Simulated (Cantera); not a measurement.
What does this Cantera script print?

```python
import numpy as np
import cantera as ct

gas_names = [...]  # 95 gases of nasa_gas.yaml made of C, F, H
cond_names = """
    C(gr) C6H6(L) C7H8(L) C8H18(L),n-octa
""".split()


# ... load() reads the species with a 1 bar reference pressure and builds the phases ...
atoms = {
    'CF4': {'C': 1, 'F': 4},
    'H2': {'H': 2},
}
top_T = {'C(gr)': 4500}  # K; cautious upper limits of use, not melting points


# ... equilibrate(T, P, feed) seeds the gas with the atoms and calls Mixture.equilibrate('TP', solver="vcs", rtol=1e-11, max_steps=5000) ...
results = []
T = 3348.15  # K
P = 910  # Pa
for m in [0.63, 1.5, 2.3, 3.2, 4.1, 4.9, 5.8, 6.6, 7.5]:
    feed = {'CF4': 1, 'H2': m}  # mol
    mix = equilibrate(T, P, feed)
    results.append((T, P, feed, dict(zip(mix.species_names, mix.species_moles))))

top = {s: max(r[3][s] / sum(r[3][g] for g in gas_names) for r in results) for s in gas_names}
cols = sorted((s for s in top if top[s] > 1e-06), key=lambda s: -top[s])[:6]
seen = [c for c in cond_names if any(r[3].get(c, 0) > 1e-12 for r in results)]
print("log10 of partial pressures in bar; condensed amounts in mol")
print(f"{'n(H2)':>10s}" + "".join(f"{s[:9]:>10s}" for s in cols + seen))
for T, P, feed, n in results:
    ng = sum(n[g] for g in gas_names)
    print(f"{feed['H2']:10.4g}" + "".join(f"{np.log10(max(n[s] / ng * P / 1e5, 1e-99)):10.3f}" for s in cols)
          + "".join(f"{n.get(c, 0):10.4g}" for c in seen))
```

Result:

```
log10 of partial pressures in bar; condensed amounts in mol
     n(H2)         H         F        HF        CF         C        C3
      0.63    -3.213    -2.260    -2.741    -3.394    -3.483    -3.494
       1.5    -2.749    -2.490    -2.507    -3.638    -3.497    -3.537
       2.3    -2.534    -2.684    -2.485    -3.858    -3.524    -3.616
       3.2    -2.401    -2.855    -2.524    -4.063    -3.558    -3.718
       4.1    -2.324    -2.985    -2.577    -4.227    -3.591    -3.817
       4.9    -2.280    -3.078    -2.626    -4.346    -3.617    -3.897
       5.8    -2.245    -3.164    -2.677    -4.460    -3.645    -3.979
       6.6    -2.222    -3.229    -2.719    -4.547    -3.667    -4.046
       7.5    -2.203    -3.292    -2.763    -4.633    -3.690    -4.115
```

These are equilibrium values from Cantera (NASA tables, ideal gas, pure condensed phases), not measurements of a reactor.
